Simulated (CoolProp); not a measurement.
The numbers come from the reference Helmholtz-energy equation of state, Leachman 2009 in CoolProp.

Q: For normal hydrogen, give the phase and the cv (kJ/(kg K)), isothermal compressibility (1/MPa), conductivity (mW/(m K)) at -233.35 °C and 0.203 MPa.

A: 
- -233.35 °C and 0.203 MPa: gas; cv 6.25, isothermal compressibility 5.09, conductivity 31.9

Thermal conductivity comes from a separate model (Assael 2011).
